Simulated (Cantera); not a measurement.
What does this Cantera script print?

```python
import numpy as np
import cantera as ct

gas_names = [...]  # 97 gases of nasa_gas.yaml made of Al, C, H, N
cond_names = """
    AL(cr) AL(L) ALN(s) C(gr) C6H6(L) C7H8(L) C8H18(L),n-octa
""".split()


# ... load() reads the species with a 1 bar reference pressure and builds the phases ...
atoms = {
    'Al(CH3)3': {'AL': 1, 'C': 3, 'H': 9},
    'NH3': {'N': 1, 'H': 3},
    'H2': {'H': 2},
}
top_T = {'ALN(s)': 2750, 'C(gr)': 4500}  # K; cautious upper limits of use, not melting points


# ... equilibrate(T, P, feed) seeds the gas with the atoms and calls Mixture.equilibrate('TP', solver="vcs", rtol=1e-11, max_steps=5000) ...
results = []
feed = {'Al(CH3)3': 1, 'NH3': 130, 'H2': 6.7}  # mol
P = 13332.2  # Pa
for T in [1148, 1198, 1248, 1298, 1348, 1398, 1448, 1498, 1548, 1598, 1648, 1698, 1748, 1798]:
    mix = equilibrate(T, P, feed)
    results.append((T, P, feed, dict(zip(mix.species_names, mix.species_moles))))

top = {s: max(r[3][s] / sum(r[3][g] for g in gas_names) for r in results) for s in gas_names}
cols = sorted((s for s in top if top[s] > 1e-06), key=lambda s: -top[s])[:5]
seen = [c for c in cond_names if any(r[3].get(c, 0) > 1e-12 for r in results)]
print("log10 of partial pressures in bar; condensed amounts in mol")
print(f"{'T/K':>10s}" + "".join(f"{s[:9]:>10s}" for s in cols + seen))
for T, P, feed, n in results:
    ng = sum(n[g] for g in gas_names)
    print(f"{T:10.4g}" + "".join(f"{np.log10(max(n[s] / ng * P / 1e5, 1e-99)):10.3f}" for s in cols)
          + "".join(f"{n.get(c, 0):10.4g}" for c in seen))
```

Result:

```
log10 of partial pressures in bar; condensed amounts in mol
       T/K        H2        N2       HCN       CH4         H    ALN(s)     C(gr)
      1148    -0.995    -1.497    -5.635    -3.613    -7.642         1     2.501
      1198    -0.994    -1.498    -5.383    -3.783    -7.218         1     2.657
      1248    -0.994    -1.498    -5.152    -3.941    -6.828         1     2.753
      1298    -0.994    -1.498    -4.938    -4.086    -6.467         1      2.81
      1348    -0.994    -1.498    -4.740    -4.221    -6.133         1      2.84
      1398    -0.994    -1.498    -4.557    -4.347    -5.822         1     2.851
      1448    -0.994    -1.498    -4.387    -4.464    -5.532         1     2.844
      1498    -0.994    -1.498    -4.228    -4.573    -5.262         1      2.82
      1548    -0.994    -1.499    -4.080    -4.675    -5.008         1     2.778
      1598    -0.994    -1.499    -3.941    -4.771    -4.771         1     2.716
      1648    -0.994    -1.499    -3.810    -4.861    -4.547    0.9999     2.631
      1698    -0.994    -1.500    -3.688    -4.945    -4.337    0.9997     2.518
      1748    -0.994    -1.500    -3.572    -5.025    -4.138    0.9989     2.372
      1798    -0.995    -1.501    -3.464    -5.100    -3.951    0.9962     2.188
```

Equilibrium computed with Cantera from the NASA thermochemical tables; the gas is ideal and each condensed phase is pure. The feed counts by its element totals alone.
